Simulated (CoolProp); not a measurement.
A Linde-Hampson liquefier for CF4 (R14): isothermal reversible compression at 300 K from 1 atm to 10 MPa, throttling to 1 atm, return gas leaving the recuperator 5 K below the feed. Each further row changes one setting.

The numbers come from the reference Helmholtz-energy equation of state, Platzer 1990 in CoolProp. This equation is an older, rougher fit; its heat capacities, sound speeds and derivatives of the liquid may be far off and weren't checked against measurements.

```tsv
case	liquid yield per pass	compression work (kJ/kg of gas)
as stated	0.172	121
high pressure 20 MPa	0.262	135
warm-end temperature 330 K	0.116	136
warm-end gap 10 K	0.159	121
```
